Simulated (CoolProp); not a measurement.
A simple Rankine cycle with propyne: condensing at 323.15 K, boiler at 3.15 MPa, turbine inlet 385.1 K, turbine efficiency 0.75, pump efficiency 0.7, no recuperator. Each further row changes one setting.

Computed with CoolProp (reference Helmholtz-energy equation of state, Polt 1992). This equation is an older, rougher fit; its heat capacities, sound speeds and derivatives of the liquid may be far off and weren't checked against measurements.

```csv
case,thermal efficiency (%),net work (kJ/kg),heat in (kJ/kg),turbine exit temperature (K),volume ratio over the turbine
as stated,8.0,38.9,487,333.6,2.85
turbine inlet 405.1 K,8.3,44.5,539,356.9,2.78
condensing temperature 315.15 K,9.3,47.0,507,325.1,3.47
boiler pressure 2.2 MPa,5.7,29.5,520,355.1,1.92
turbine efficiency 0.65,6.8,33.0,487,336.5,2.89
```
